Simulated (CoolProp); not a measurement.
Vapour-liquid equilibrium of R13 (1) + R11 (2) at 0.0893 MPa; x and y are mole fractions of (1).

The numbers come from the multi-fluid Helmholtz-energy mixture model, Platzer 1990 and Jacobsen 1992; pair parameters Bell 2016 in CoolProp. This equation is an older, rougher fit; its heat capacities, sound speeds and derivatives of the liquid may be far off and weren't checked against measurements.

```csv
x,"bubble temperature, mixture model (K)","bubble temperature, Raoult's law (K)","y, mixture model","y, Raoult's law"
0.05,247.3,259.6,0.872,0.769
0.2,211.7,224.2,0.989,0.975
0.35,202.3,210.8,0.995,0.992
0.5,197.9,203.0,0.997,0.997
0.65,195.1,197.6,0.998,0.999
0.8,192.8,193.6,0.999,0.999
0.95,190.3,190.3,1.000,1.000
```

The largest gap from Raoult's law is -12.5 K in bubble temperature, at x = 0.2. No azeotrope shows between x = 0.05 and 0.95.

Pair parameters are fitted to limited data, so mixtures are less certain than the pure fluids. With so large a gap from Raoult's law the liquid may split in two, which this calculation doesn't test in full.
